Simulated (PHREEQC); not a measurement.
# Buffer: an equilibrium model

Make-up at 80 °C: 0.0019 mol/kgw NaHCO3 and 0.00012 mol/kgw K2HPO4. Closed to the air; pH follows from the charge balance.

Equilibrium calculation in PHREEQC: ion-association model, phreeqc.dat.

Each row changes one thing in this solution. No solid was allowed to form.

```json
[
 {"case": "as made", "pH": "8.00", "ionic strength (mol/kgw)": "0.00226"},
 {"case": "NaHCO3 replaced by NaBF4 at the same molality", "pH": "3.32", "ionic strength (mol/kgw)": "0.00264"},
 {"case": "diluted 100-fold with water", "pH": "7.11", "ionic strength (mol/kgw)": "2.21e-5"},
 {"case": "K2HPO4 left out", "pH": "7.95", "ionic strength (mol/kgw)": "0.00191"},
 {"case": "diluted 2-fold with water", "pH": "7.92", "ionic strength (mol/kgw)": "0.00113"},
 {"case": "diluted 10-fold with water", "pH": "7.63", "ionic strength (mol/kgw)": "0.000224"},
 {"case": "K2HPO4 from 0.00012 to 6e-05 mol/kgw", "pH": "7.98", "ionic strength (mol/kgw)": "0.00208"},
 {"case": "K2HPO4 replaced by KNO3 at the same molality", "pH": "7.95", "ionic strength (mol/kgw)": "0.00203"},
 {"case": "K2HPO4 from 0.00012 to 1.2e-05 mol/kgw", "pH": "7.95", "ionic strength (mol/kgw)": "0.00194"}
]
```

At this temperature some constants are extrapolated from 25 °C, and those without enthalpy data are left unchanged. Real BF4- forms and hydrolyses slowly; the run takes it at equilibrium.
